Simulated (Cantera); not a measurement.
Feed: 1 mol SiH2Cl2, 0.072 mol CH4, 1300 mol H2, equilibrated at 1.00 bar.

Equilibrium computed with Cantera from the NASA thermochemical tables; the gas is ideal and each condensed phase is pure. Candidate condensed phases: C, C6H6, C7H8, C8H18, Si, SiC; 109 gas species. Mutual solubility and eutectic melting of coexisting phases are not modelled. Gases not in the tables: Si2H6 and higher silanes. The numbers say what is thermodynamically allowed, not how fast it happens.

### Question
What share of the Si ends up in condensed phases as a function of T (°C), at 1450, 1550, 1650, 1750, 1850, 1950, 2050, 2150, 2250?

### Answer
| T (°C) | Si condensed (%) | as |
|---|---|---|
| 1450 | 96.2 | Si(l) + SiC(s) |
| 1550 | 93.0 | Si(l) + SiC(s) |
| 1650 | 86.0 | Si(l) + SiC(s) |
| 1750 | 70.3 | Si(l) + SiC(s) |
| 1850 | 35.7 | Si(l) |
| 1950 | 0.0 | - |
| 2050 | 0.0 | - |
| 2150 | 0.0 | - |
| 2250 | 0.0 | - |
